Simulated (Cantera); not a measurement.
What does this Cantera script print?

```python
import numpy as np
import cantera as ct

gas_names = """
    H HO2 H2 H2O H2O2 O OH O2 O3 Ti TiO TiO2
""".split()
cond_names = """
    H2O(s) H2O(L) Ti(a) Ti(b) Ti(L) TiO(a) TiO(b) TiO(L) TiO2(ru) TiO2(L) Ti2O3(a) Ti2O3(b) Ti2O3(L)
    Ti3O5(a) Ti3O5(b) Ti3O5(L) Ti4O7(s) Ti4O7(L)
""".split()


# ... load() reads the species with a 1 bar reference pressure and builds the phases ...
atoms = {
    'Ti': {'Ti': 1},
    'H2': {'H': 2},
    'H2O': {'H': 2, 'O': 1},
}
top_T = {}  # K; cautious upper limits of use, not melting points


# ... equilibrate(T, P, feed) seeds the gas with the atoms and calls Mixture.equilibrate('TP', solver="vcs", rtol=1e-11, max_steps=5000) ...
results = []
T = 2023.15  # K
P = 10000  # Pa
for m in [8.8, 12, 15, 20, 26, 35, 46, 60, 79, 100]:
    feed = {'Ti': 1, 'H2': m, 'H2O': 4.9}  # mol
    mix = equilibrate(T, P, feed)
    results.append((T, P, feed, dict(zip(mix.species_names, mix.species_moles))))
    x = sorted(zip(gas.X, gas.species_names), reverse=True)
    print(f"T = {T:g} K  P = {P:g} Pa  n(H2) = {m:g} mol  gas = {mix.phase_moles(0):.4g} mol")
    print("   x: " + "  ".join(f"{s} {v:.3e}" for v, s in x if v > 1e-05))
    print("   condensed (mol): " + ("  ".join(f"{mix.phase(i).name} {mix.phase_moles(i):.4g}"
          for i in range(1, mix.n_phases) if mix.phase_moles(i) > 1e-12) or "none"))
```

Result:

```
T = 2023.15 K  P = 10000 Pa  n(H2) = 8.8 mol  gas = 13.74 mol
   x: H2 7.654e-01  H2O 2.291e-01  H 5.260e-03  OH 1.640e-04
   condensed (mol): Ti4O7(L) 0.25
T = 2023.15 K  P = 10000 Pa  n(H2) = 12 mol  gas = 16.95 mol
   x: H2 8.087e-01  H2O 1.857e-01  H 5.406e-03  OH 1.294e-04
   condensed (mol): Ti4O7(L) 0.25
T = 2023.15 K  P = 10000 Pa  n(H2) = 15 mol  gas = 19.96 mol
   x: H2 8.367e-01  H2O 1.577e-01  H 5.499e-03  OH 1.080e-04
   condensed (mol): Ti4O7(L) 0.25
T = 2023.15 K  P = 10000 Pa  n(H2) = 20 mol  gas = 24.97 mol
   x: H2 8.683e-01  H2O 1.261e-01  H 5.602e-03  OH 8.473e-05
   condensed (mol): Ti4O7(L) 0.25
T = 2023.15 K  P = 10000 Pa  n(H2) = 26 mol  gas = 30.99 mol
   x: H2 8.927e-01  H2O 1.016e-01  H 5.680e-03  OH 6.734e-05
   condensed (mol): Ti4O7(L) 0.25
T = 2023.15 K  P = 10000 Pa  n(H2) = 35 mol  gas = 40.02 mol
   x: H2 9.155e-01  H2O 7.867e-02  H 5.752e-03  OH 5.149e-05
   condensed (mol): Ti4O7(L) 0.25
T = 2023.15 K  P = 10000 Pa  n(H2) = 46 mol  gas = 51.05 mol
   x: H2 9.325e-01  H2O 6.166e-02  H 5.805e-03  OH 4.000e-05
   condensed (mol): Ti4O7(L) 0.25
T = 2023.15 K  P = 10000 Pa  n(H2) = 60 mol  gas = 65.09 mol
   x: H2 9.458e-01  H2O 4.836e-02  H 5.846e-03  OH 3.115e-05
   condensed (mol): Ti4O7(L) 0.25
T = 2023.15 K  P = 10000 Pa  n(H2) = 79 mol  gas = 84.15 mol
   x: H2 9.567e-01  H2O 3.741e-02  H 5.880e-03  OH 2.395e-05
   condensed (mol): Ti4O7(L) 0.2499
T = 2023.15 K  P = 10000 Pa  n(H2) = 100 mol  gas = 105.2 mol
   x: H2 9.634e-01  H2O 3.071e-02  H 5.900e-03  OH 1.960e-05
   condensed (mol): Ti3O5(b) 0.3332
```

These are equilibrium values from Cantera (NASA tables, ideal gas, pure condensed phases), not measurements of a reactor. Condensed phases not in the tables: Magnéli phases beyond Ti4O7.
